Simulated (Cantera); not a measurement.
Cantera with NASA thermochemical tables; ideal gases at 1 bar, condensed phases pure. Values are per mole of reaction as written; species without (g) are pure solids or liquids, kept so even where they would boil at 1 bar.

### Question
Between 300 and 750 K, where is each reaction favourable under standard conditions?
- 4 H(g) + SF4(g) ⇌ 4 HF(g) + S

### Answer
- 4 H(g) + SF4(g) ⇌ 4 HF(g) + S: ΔG° is -1190 kJ at 300 K and -1172 kJ at 750 K; it stays negative (K > 1). ΔH° is -1209 kJ and ΔS° -49 J/K at 750 K.
